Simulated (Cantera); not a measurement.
Charge: 1 mol SiH2Cl2, 29 mol H2, equilibrated at 14.0 mbar.

These are equilibrium values from Cantera (NASA tables, ideal gas, pure condensed phases), not measurements of a reactor. Candidate condensed phases: Si; 19 gas species. The tables' values for SiCl3, SiCl are old estimates; treat these amounts as uncertain. Gases not in the tables: Si2H6 and higher silanes. Rates play no part.

x: gas mole fraction; n: condensed amount in mol.

```tsv
T (°C)	x H2	x HCl	x SiCl4	x SiCl2	n Si(s)	n Si(l)
527	0.981	0.00245	0.0124	6.28e-6	0.482	0
627	0.977	0.00782	0.0112	8.51e-5	0.525	0
727	0.968	0.0187	0.00858	0.000616	0.605	0
827	0.956	(withheld)	(withheld)	(withheld)	(withheld)	0
927	0.947	0.0455	0.00112	0.00515	0.760	0
1027	0.944	0.0487	(withheld)	(withheld)	0.768	0
1127	0.943	0.0488	2.75e-5	0.00744	0.760	0
1227	0.944	0.0482	5.39e-6	0.00792	0.750	0
1327	0.943	0.0477	1.28e-6	0.00830	0.740	0
1427	0.943	0.0473	3.59e-7	0.00849	0	0.732
```

Task: What belongs in the gaps?

Result: 
- 1027, x SiCl4: 0.000172
- 1027, x SiCl2: 0.00669
- 827, x HCl: 0.0340
- 827, x SiCl4: 0.00442
- 827, x SiCl2: 0.00247
- 827, n Si(s): 0.702
